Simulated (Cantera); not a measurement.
## Equilibrium for fluorocarbon and chlorocarbon gases: CH₃F + H₂

Feed: 1 mol CH₃F, 2.5 mol H₂, at 2448 K and 0.0100 bar.

Equilibrium computed with Cantera from the NASA thermochemical tables; the gas is ideal and each condensed phase is pure. Candidate condensed phases: C, C₆H₆, C₇H₈, C₈H₁₈; 95 gas species. The numbers say what is thermodynamically allowed, not how fast it happens.

The x(H₂) is 0.632 and the x(HF) is 0.205. The x(H) comes out as 0.158, the x(C₂H₂ (acetylene)) is 0.00546 and the x(F) comes out as 9.32e-5. The x(C₂H) is 8.78e-5 and the x(C₃) comes out as 2.17e-5. The x(C₄H₂) is 1.95e-5. The x(C) comes out as 8.02e-6. The n(C(graphite)) is 0.945 mol and the gas amount comes out as 4.887 mol.
